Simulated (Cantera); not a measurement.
Source: NASA polynomial tables (part measured, part estimated), evaluated in Cantera. Values are per mole of reaction as written; species without (g) are pure solids or liquids, kept so even where they would boil at 1 bar.

CCl4(g) + 2 Pb → C + 2 PbCl2(g), with ΔH° = -252.4 kJ and ΔS° = 200.4 J/K at 300 K.

**Question.** How far is the shortcut ΔG° ≈ ΔH°(300 K) − T·ΔS°(300 K) from the full temperature-dependent value at 573, 598, 623, 648, 673, 698, 723, 748, 773 K?

**Answer.** 
| T (K) | shortcut (kJ) | full (kJ) | difference (kJ) | difference in log10 K | condensed phases |
|---|---|---|---|---|---|
| 573 | -367.2 | -365.1 | -2.1 | 0.19 | Pb(s), C(graphite) |
| 598 | -372.2 | -369.7 | -2.5 | 0.22 | Pb(s), C(graphite) |
| 623 | -377.2 | -373.9 | -3.2 | 0.27 | Pb(l), C(graphite) |
| 648 | -382.2 | -378.1 | -4.1 | 0.33 | Pb(l), C(graphite) |
| 673 | -387.2 | -382.2 | -4.9 | 0.38 | Pb(l), C(graphite) |
| 698 | -392.2 | -386.4 | -5.8 | 0.44 | Pb(l), C(graphite) |
| 723 | -397.2 | -390.4 | -6.8 | 0.49 | Pb(l), C(graphite) |
| 748 | -402.2 | -394.5 | -7.7 | 0.54 | Pb(l), C(graphite) |
| 773 | -407.2 | -398.5 | -8.7 | 0.59 | Pb(l), C(graphite) |
The shortcut ignores heat capacities and the phase changes listed.
